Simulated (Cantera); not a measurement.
A closed system holds: 1 mol C2H4, a varied amount of H2, held at 402 °C and 0.0100 bar.

These are equilibrium values from Cantera (NASA tables, ideal gas, pure condensed phases), not measurements of a reactor. Candidate condensed phases: C, C6H6, C7H8, C8H18; 76 gas species. Rates play no part.

Task: Which condensed phases are stable at each of these points (n(H2) (mol)): 2.2, 3.2, 4.6, 6.8, 9.9, 14, 21, 31, 45?

Result: 
```csv
n(H2) (mol),condensed phases,C condensed (%)
2.2,C(graphite),78.4
3.2,C(graphite),73.3
4.6,C(graphite),66.1
6.8,C(graphite),54.8
9.9,C(graphite),38.9
14,C(graphite),17.8
21,gas only,0.0
31,gas only,0.0
45,gas only,0.0
```

From 2.2 mol H2 to 14 mol H2 the condensed part is C(graphite). From 21 mol H2 to 45 mol H2 nothing is condensed.
